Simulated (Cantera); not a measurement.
A closed system holds: 1 mol Pb, 0.65 mol CO, 0.3 mol H2, equilibrated at 133 Pa.

These are equilibrium values from Cantera (NASA tables, ideal gas, pure condensed phases), not measurements of a reactor. Candidate condensed phases: C, C6H6, C7H8, C8H18, H2O, Pb, PbO, PbO2, Pb3O4; 113 gas species. The numbers say what is thermodynamically allowed, not how fast it happens.

Question: What share of the Pb ends up in condensed phases as a function of T (K), at 798, 848, 898, 948, 998, 1048, 1098, 1148, 1198, 1248, 1298, 1348, 1398?

Answer: 
| T (K) | Pb condensed (%) | as |
|---|---|---|
| 798 | 100.0 | Pb(l) |
| 848 | 100.0 | Pb(l) |
| 898 | 99.9 | Pb(l) |
| 948 | 99.7 | Pb(l) |
| 998 | 98.9 | Pb(l) |
| 1048 | 96.7 | Pb(l) |
| 1098 | 90.9 | Pb(l) |
| 1148 | 74.7 | Pb(l) |
| 1198 | 16.5 | Pb(l) |
| 1248 | 0.0 | - |
| 1298 | 0.0 | - |
| 1348 | 0.0 | - |
| 1398 | 0.0 | - |
